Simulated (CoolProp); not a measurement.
Vapour-liquid equilibrium of carbon dioxide (1) + carbonyl sulfide (2) at 249.1 K; x and y are mole fractions of (1).

Computed with CoolProp (multi-fluid Helmholtz-energy mixture model, Span 1996 and Lemmon 2006; pair parameters Bell 2016).

```json
[
 {"x": "0.05", "bubble pressure, mixture model (bar)": "4.262", "bubble pressure, Raoult's law (bar)": "3.673", "y, mixture model": "0.323", "y, Raoult's law": "0.236"},
 {"x": "0.15", "bubble pressure, mixture model (bar)": "6.507", "bubble pressure, Raoult's law (bar)": "5.113", "y, mixture model": "0.581", "y, Raoult's law": "0.509"},
 {"x": "0.25", "bubble pressure, mixture model (bar)": "…", "bubble pressure, Raoult's law (bar)": "6.552", "y, mixture model": "0.693", "y, Raoult's law": "0.662"},
 {"x": "0.35", "bubble pressure, mixture model (bar)": "9.851", "bubble pressure, Raoult's law (bar)": "7.991", "y, mixture model": "0.759", "y, Raoult's law": "0.760"},
 {"x": "0.45", "bubble pressure, mixture model (bar)": "11.15", "bubble pressure, Raoult's law (bar)": "9.431", "y, mixture model": "0.804", "y, Raoult's law": "0.828"},
 {"x": "0.55", "bubble pressure, mixture model (bar)": "12.31", "bubble pressure, Raoult's law (bar)": "10.87", "y, mixture model": "0.841", "y, Raoult's law": "0.878"},
 {"x": "0.65", "bubble pressure, mixture model (bar)": "13.40", "bubble pressure, Raoult's law (bar)": "12.31", "y, mixture model": "…", "y, Raoult's law": "0.916"},
 {"x": "0.75", "bubble pressure, mixture model (bar)": "14.48", "bubble pressure, Raoult's law (bar)": "13.75", "y, mixture model": "…", "y, Raoult's law": "0.946"},
 {"x": "0.85", "bubble pressure, mixture model (bar)": "15.59", "bubble pressure, Raoult's law (bar)": "15.19", "y, mixture model": "0.940", "y, Raoult's law": "0.971"},
 {"x": "0.95", "bubble pressure, mixture model (bar)": "…", "bubble pressure, Raoult's law (bar)": "16.63", "y, mixture model": "0.978", "y, Raoult's law": "0.991"}
]
```

### Question
Complete the blanks.

### Answer

- 0.25, bubble pressure, mixture model (bar): 8.336
- 0.65, y, mixture model: 0.874
- 0.75, y, mixture model: 0.906
- 0.95, bubble pressure, mixture model (bar): 16.74

The largest gap from Raoult's law is +27.3 % in bubble pressure, at x = 0.15. No azeotrope shows between x = 0.05 and 0.95.

The pair parameters rest on a limited set of measurements; away from them the model extrapolates.
